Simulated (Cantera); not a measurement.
A closed system holds: 1 mol Si, 0.52 mol F₂, 21 mol H₂, equilibrated at 1450 K and 10.0 mbar.

Equilibrium computed with Cantera from the NASA thermochemical tables; the gas is ideal and each condensed phase is pure. Candidate condensed phases: Si; 25 gas species. The tables' values for SiF₃, SiF₂ are old estimates; treat these amounts as uncertain. Equilibrium is a limit: real reactors are often held back by kinetics, nucleation or transport.

Base state: H₂ 0.984, SiF₄ 0.00652, SiF₃ 0.00452, HF 0.00232, SiF₂ 0.00195, SiHF₃ 0.000936, H 9.38e-5, SiH₂F₂ 6.19e-5 (mole fractions); condensed: Si(s).

What changes in the equilibrium state with this change: temperature from 1450 K to 1525 K?


```json
[
 {"species": "H₂", "before": "0.984", "after": "0.981"},
 {"species": "SiF₃", "before": "0.00452", "after": "0.00566"},
 {"species": "SiF₄", "before": "0.00652", "after": "0.00454"},
 {"species": "SiF₂", "before": "0.00195", "after": "0.00385"},
 {"species": "H", "before": "9.38e-5", "after": "0.000234"},
 {"species": "HF", "before": "0.00232", "after": "0.00356"},
 {"species": "SiHF₃", "before": "0.000936", "after": "0.000732"},
 {"species": "Si(s), mol", "before": "0.702", "after": "0.683"}
]
```
